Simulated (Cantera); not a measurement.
A closed system holds: 1 mol Si, a varied amount of Cl2, 16 mol H2, held at 827 °C and 13.0 bar.

Method: chemical equilibrium by Gibbs-energy minimisation in Cantera with the NASA 1993 tables (ideal gas, pure condensed phases). Candidate condensed phases: Si; 19 gas species. Rates play no part.

Q: Which condensed phases are stable at each of these points (n(Cl2) (mol)): 0.5, 0.66, 0.87, 1.1, 1.5, 2, 2.6?

A: 
| n(Cl2) (mol) | condensed phases | Si condensed (%) |
|---|---|---|
| 0.5 | Si(s) | 70.6 |
| 0.66 | Si(s) | 61.1 |
| 0.87 | Si(s) | 48.5 |
| 1.1 | Si(s) | 34.9 |
| 1.5 | Si(s) | 11.4 |
| 2 | gas only | 0.0 |
| 2.6 | gas only | 0.0 |

From 0.5 mol Cl2 to 1.5 mol Cl2 the condensed part is Si(s). From 2 mol Cl2 to 2.6 mol Cl2 nothing is condensed.
